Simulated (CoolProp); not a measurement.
A Linde-Hampson liquefier for CF4 (R14): isothermal reversible compression at 250 K from 1 atm to 30 MPa, throttling to 1 atm, return gas leaving the recuperator 0 K below the feed. Each further row changes one setting.

The numbers come from the reference Helmholtz-energy equation of state, Platzer 1990 in CoolProp. This equation is an older, rougher fit; its heat capacities, sound speeds and derivatives of the liquid may be far off and weren't checked against measurements.

| case | liquid yield per pass | compression work (kJ/kg of gas) |
|---|---|---|
| as stated | 0.436 | 109 |
| warm-end temperature 280 K | 0.344 | 131 |
| warm-end gap 5 K | 0.427 | 109 |
